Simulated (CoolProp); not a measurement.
20 sccm (0 °C, 1 atm) of nitrogen bubbles through liquid toluene at 355.4 K and leaves saturated at a total pressure of 0.15 MPa (ideal gas phase). Each further row changes one setting.

Values from CoolProp's reference Helmholtz-energy equation of state, Lemmon 2006. It is a short technical equation, of lower accuracy than the large ones.

```csv
case,vapour pressure (kPa),mole fraction of vapour,delivery (mg/min),delivery (sccm),change of delivery for a bath 1 K warmer (%)
as stated,42.0,0.280,32.0,7.77,4.9
bath temperature 360.4 K,49.6,0.331,40.7,9.89,5.1
total pressure 0.3 MPa,42.0,0.140,13.4,3.25,4.0
```
